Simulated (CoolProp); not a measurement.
Vapour-liquid equilibrium of R141b (1) + n-pentane (2) at 421.7 K; x and y are mole fractions of (1).

Values from CoolProp's multi-fluid Helmholtz-energy mixture model, Lemmon 2006 and Thol 2019; pair parameters Bell 2016.

```csv
x,"bubble pressure, mixture model (bar)","bubble pressure, Raoult's law (bar)","y, mixture model","y, Raoult's law"
0.05,15.89,15.62,0.063,0.056
0.125,16.37,15.78,0.151,0.139
0.2,16.77,15.93,0.231,0.221
0.275,17.09,16.08,0.306,0.300
0.35,17.35,16.24,0.378,0.379
0.425,17.56,16.39,0.448,0.456
0.5,17.71,16.54,0.517,0.531
0.575,17.81,16.70,0.585,0.605
0.65,17.87,16.85,0.654,0.678
0.725,17.88,17.00,0.724,0.749
0.8,17.85,17.16,0.796,0.819
0.875,17.78,17.31,0.870,0.888
0.95,17.66,17.46,0.947,0.956
```

The largest gap from Raoult's law is +7.1 % in bubble pressure, at x = 0.425. y crosses x between x = 0.65 and 0.725: the model has an azeotrope there.

The pair parameters rest on a limited set of measurements; away from them the model extrapolates.
